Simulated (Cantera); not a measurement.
**Silicon carbide growth: CH3SiH3 + C2H4 + H2**

Input: 1 mol CH3SiH3, 0.61 mol C2H4, 1.8 mol H2, held at 0.00200 bar.

Equilibrium computed with Cantera from the NASA thermochemical tables; the gas is ideal and each condensed phase is pure. Candidate condensed phases: C, C6H6, C7H8, C8H18, Si, SiC; 87 gas species. The feed counts by its element totals alone. Gases not in the tables: Si2H6 and higher silanes. Rates play no part.

```
T (K)  log p H2  log p H  log p Si  log p SiC2  n C(graphite)  n SiC(s)
-----  --------  -------  --------  ----------  -------------  --------
2025      -2.72    -4.08     -5.46       -6.79           1.22     0.988
2075      -2.73    -3.94     -5.14       -6.37           1.23     0.974
2125      -2.74    -3.81     -4.83       -5.98           1.25     0.945
2175      -2.75    -3.69     -4.54       -5.60           1.29     0.887
2225      -2.78    -3.58     -4.27       -5.24           1.36     0.773
2275      -2.81    -3.48     -4.00       -4.90           1.52     0.545
2325      -2.87    -3.39     -3.75       -4.57           1.82    0.0814
2375      -2.90    -3.30     -3.72       -4.47           1.84         0
2425      -2.94    -3.22     -3.73       -4.41           1.79         0
2475      -2.98    -3.14     -3.75       -4.36           1.73         0
2525      -3.04    -3.07     -3.77       -4.33           1.67         0
2575      -3.10    -3.01     -3.80       -4.29           1.59         0
```
log p: log10 of the partial pressure in bar; n: condensed amount in mol.

From 2025 K to 2325 K the condensed part is C(graphite) + SiC(s). From 2375 K to 2575 K the condensed part is C(graphite). The main Si-bearing gas is Si throughout.
